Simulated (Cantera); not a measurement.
Standard-state values (1 bar) from the NASA 1993 polynomials, evaluated with Cantera. Values are per mole of reaction as written; species without (g) are pure solids or liquids, kept so even where they would boil at 1 bar.

### Question
Between 973 and 1423 K, where is each reaction favourable under standard conditions?
- H₂(g) + 2 O(g) + 2 Li ⇌ 2 LiOH
- H₂(g) + 2 Li₂O ⇌ 2 Li(g) + 2 LiOH

### Answer
- H₂(g) + 2 O(g) + 2 Li ⇌ 2 LiOH: ΔG° is -1059 kJ at 973 K and -894 kJ at 1423 K; it stays negative (K > 1). ΔH° is -1403 kJ and ΔS° -358 J/K at 1423 K.
- H₂(g) + 2 Li₂O ⇌ 2 Li(g) + 2 LiOH: ΔG° is 379 kJ at 973 K and 279 kJ at 1423 K; it stays positive (K < 1). ΔH° is 594 kJ and ΔS° 221 J/K at 1423 K.
